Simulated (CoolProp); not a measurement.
A simple Rankine cycle with R1336mzz(Z): condensing at 292.15 K, boiler at 0.568 MPa, turbine inlet 499 K, turbine efficiency 0.8, pump efficiency 0.8, no recuperator. Each further row changes one setting.

Values from CoolProp's reference Helmholtz-energy equation of state, McLinden 2020.

| case | thermal efficiency (%) | net work (kJ/kg) | heat in (kJ/kg) | turbine exit temperature (K) | volume ratio over the turbine |
|---|---|---|---|---|---|
| as stated | 11.3 | ? | 374 | ? | 9.36 |
| condensing temperature 284.15 K | ? | ? | 383 | 450.5 | ? |
| boiler pressure 0.398 MPa | ? | 36.4 | ? | 463.3 | 6.56 |
| turbine efficiency 0.7 | ? | 37.0 | 374 | 461.3 | 9.46 |

Task: Fill in the missing entries.

Result: 
- as stated, net work (kJ/kg): 42.3
- as stated, turbine exit temperature (K): 456.3
- condensing temperature 284.15 K, thermal efficiency (%): 12.6
- condensing temperature 284.15 K, net work (kJ/kg): 48.4
- condensing temperature 284.15 K, volume ratio over the turbine: 13.0
- boiler pressure 0.398 MPa, thermal efficiency (%): 9.7
- boiler pressure 0.398 MPa, heat in (kJ/kg): 375
- turbine efficiency 0.7, thermal efficiency (%): 9.9
